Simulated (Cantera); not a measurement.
An isothermal, constant-pressure homogeneous reactor starts with CH4 : H2 : N2 = 0.0062 : 1 : 0.00012 (molar parts), at 2148 K and 18.0 Torr. Integrator tolerance rtol = 1e-08.

Model: GRI-Mech 3.0 (53 species, 325 reactions), integrated in Cantera. GRI-Mech 3.0 stops at C3 and has no aromatics, soot or wall deposition, so with more carbon than oxygen in the feed, carbon stays in small species such as C2H2 where larger ones or solid carbon would form. Radical loss at walls, strong at low pressure, is not modelled.

Q: What does this change do: CH4 0.0062 to 0.016 parts?

A: 
| quantity | before | after |
|---|---|---|
| x(CH4) at 100 s | 8.41e-6 (gas-phase equilibrium 8.32e-6) | 1.33e-5 (gas-phase equilibrium 1.33e-5) |
| x(H2) at 100 s | 0.970 (gas-phase equilibrium 0.970) | 0.966 (gas-phase equilibrium 0.966) |
| x(C2H2) at 100 s | 0.00301 (gas-phase equilibrium 0.00292) | 0.00763 (gas-phase equilibrium 0.00753) |
| x(HCN) at 100 s | 1.33e-6 (gas-phase equilibrium 0.000189) | 2.05e-6 (gas-phase equilibrium 0.000208) |
| x(CH2) at 100 s | 1.72e-7 (gas-phase equilibrium 1.70e-7) | 2.73e-7 (gas-phase equilibrium 2.73e-7) |
| x(H) at 100 s | 0.0267 (gas-phase equilibrium 0.0267) | 0.0266 (gas-phase equilibrium 0.0266) |
